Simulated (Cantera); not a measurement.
Cantera run:

```python
import numpy as np
import cantera as ct

gas_names = """
    C CN CO CO2 C2 CCN CNC C2N2 C2O C3 C3O2 C4 C4N2 C5 N NCO NO NO2 NO3 N2 N2O O O2 O3 Si SiC SiC2 SiN
    SiO SiO2 Si2 Si2C Si2N Si3
""".split()
cond_names = """
    C(gr) Si(cr) Si(L) SiC(b) SiO2(Lqz) SiO2(hqz) SiO2(L) Si2N2O(s) Si3N4(a)
""".split()


# ... load() reads the species with a 1 bar reference pressure and builds the phases ...
atoms = {
    'SiC': {'Si': 1, 'C': 1},
    'N2O': {'N': 2, 'O': 1},
    'N2': {'N': 2},
}
top_T = {'C(gr)': 4500, 'SiC(b)': 3050, 'Si2N2O(s)': 2100, 'Si3N4(a)': 2400}  # K; cautious upper limits of use, not melting points


# ... equilibrate(T, P, feed) seeds the gas with the atoms and calls Mixture.equilibrate('TP', solver="vcs", rtol=1e-11, max_steps=5000) ...
results = []
T = 1998.15  # K
P = 1000  # Pa
for m in [11, 20, 37, 66, 120, 220, 390, 710]:
    feed = {'SiC': 1, 'N2O': 0.022, 'N2': m}  # mol
    mix = equilibrate(T, P, feed)
    results.append((T, P, feed, dict(zip(mix.species_names, mix.species_moles))))

top = {s: max(r[3][s] / sum(r[3][g] for g in gas_names) for r in results) for s in gas_names}
cols = sorted((s for s in top if top[s] > 0.001), key=lambda s: -top[s])[:5]
seen = [c for c in cond_names if any(r[3].get(c, 0) > 1e-12 for r in results)]
print("log10 of partial pressures in bar; condensed amounts in mol")
print(f"{'n(N2)':>10s}" + "".join(f"{s[:9]:>10s}" for s in cols + seen))
for T, P, feed, n in results:
    ng = sum(n[g] for g in gas_names)
    print(f"{feed['N2']:10.4g}" + "".join(f"{np.log10(max(n[s] / ng * P / 1e5, 1e-99)):10.3f}" for s in cols)
          + "".join(f"{n.get(c, 0):10.4g}" for c in seen))
```

Output:

```
log10 of partial pressures in bar; condensed amounts in mol
     n(N2)        N2        CO        Si     C(gr)    SiC(b)
        11    -2.001    -4.791    -4.937         0    0.9817
        20    -2.001    -5.007    -5.088         0    0.9797
        37    -2.000    -5.246    -5.287         0     0.978
        66    -2.000    -5.485    -5.501         0    0.9765
       120    -2.000    -5.741    -5.634  0.005649    0.9684
       220    -2.000    -6.004    -5.634   0.02834    0.9423
       390    -2.000    -6.253    -5.634   0.06693    0.8978
       710    -2.000    -6.513    -5.634    0.1396    0.8142
```

Equilibrium computed with Cantera from the NASA thermochemical tables; the gas is ideal and each condensed phase is pure. The tables' values for SiN are old estimates; treat these amounts as uncertain.
